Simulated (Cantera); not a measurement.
# FeS2 + O2 + N2 + SO3 (roasting and sulfation)

Feed: 1 mol FeS2, 5.8 mol O2, 15 mol N2, 1.3 mol SO3, equilibrated at 255 Torr.

Cantera equilibrium calculation (NASA polynomials, part measured and part estimated; ideal gas, pure solids and liquids). Candidate condensed phases: Fe, FeO, FeS, FeSO4, FeS2, Fe2O3, Fe2(SO4)3, Fe3O4, S; 19 gas species. Kinetics and transport are ignored.

| T (K) | x N2 | x O2 | x SO2 | x SO3 | x NO | x O | x NO2 | x SO | n Fe2(SO4)3(s) | n Fe2O3(s) | n Fe3O4(s) |
|---|---|---|---|---|---|---|---|---|---|---|---|
| 798 | 0.791 | 0.114 | 0.0118 | 0.0831 | 1.43e-6 | <1e-12 | 1.94e-7 | <1e-12 | 0.500 | 0 | 0 |
| 873 | 0.783 | 0.123 | 0.0309 | 0.0631 | 4.81e-6 | 1.14e-12 | 3.19e-7 | <1e-12 | 0.500 | 0 | 0 |
| 948 | 0.704 | 0.140 | 0.0884 | 0.0665 | 1.32e-5 | 1.91e-11 | 5.00e-7 | <1e-12 | 0 | 0.500 | 0 |
| 1023 | 0.694 | 0.153 | 0.116 | 0.0367 | 3.21e-5 | 2.09e-10 | 7.37e-7 | 2.21e-12 | 0 | 0.500 | 0 |
| 1098 | 0.688 | 0.160 | 0.132 | 0.0195 | 6.81e-5 | 1.63e-9 | 1.01e-6 | 2.79e-11 | 0 | 0.500 | 0 |
| 1173 | 0.685 | 0.164 | 0.140 | 0.0106 | 0.000130 | 9.69e-9 | 1.30e-6 | 2.44e-10 | 0 | 0.500 | 0 |
| 1248 | 0.684 | 0.166 | 0.144 | 0.00607 | 0.000230 | 4.64e-8 | 1.62e-6 | 1.61e-9 | 0 | 0.500 | 0 |
| 1323 | 0.683 | 0.166 | 0.147 | 0.00365 | 0.000380 | 1.86e-7 | 1.96e-6 | 8.48e-9 | 0 | 0.500 | 0 |
| 1398 | 0.682 | 0.167 | 0.148 | 0.00230 | 0.000594 | 6.43e-7 | 2.32e-6 | 3.73e-8 | 0 | 0.500 | 0 |
| 1473 | 0.682 | 0.167 | 0.149 | 0.00152 | 0.000888 | 1.96e-6 | 2.70e-6 | 1.40e-7 | 0 | 0.500 | 0 |
| 1548 | 0.682 | 0.167 | 0.149 | 0.00105 | 0.00127 | 5.35e-6 | 3.09e-6 | 4.65e-7 | 0 | 0.500 | 0 |
| 1623 | 0.679 | 0.170 | 0.149 | 0.000749 | 0.00178 | 1.35e-5 | 3.56e-6 | 1.36e-6 | 0 | 0 | 0.333 |
| 1698 | 0.678 | 0.170 | 0.149 | 0.000550 | 0.00240 | 3.09e-5 | 3.98e-6 | 3.66e-6 | 0 | 0 | 0.333 |
x: gas mole fraction; n: condensed amount in mol.

From 798 K to 873 K the condensed part is Fe2(SO4)3(s). From 948 K to 1548 K the condensed part is Fe2O3(s). From 1623 K to 1698 K the condensed part is Fe3O4(s).
